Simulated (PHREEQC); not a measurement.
Model water analysis in mg/L, 28 °C, pH 6.99, pe 10.9:

| constituent | mg/L |
|---|---|
| Na | 0.162 |
| K | 0.136 |
| Ca | 0.307 |
| Mg | 0.041 |
| Cl | 0.0326 |
| S(6) as SO4 | 0.542 |
| Alkalinity as HCO3 | 1.41 |
| B | 0.00426 |
| Br | 0.00897 |

Valence states are taken as typed.

All values are PHREEQC results (ion-association model, wateq4f.dat), not measurements.

Precipitation was switched off in this run.

Estimate the charge-balance error.

charge-balance error -9.6 %.

In which forms is C present?

HCO3- 82 %, CO2 18 % of the C.
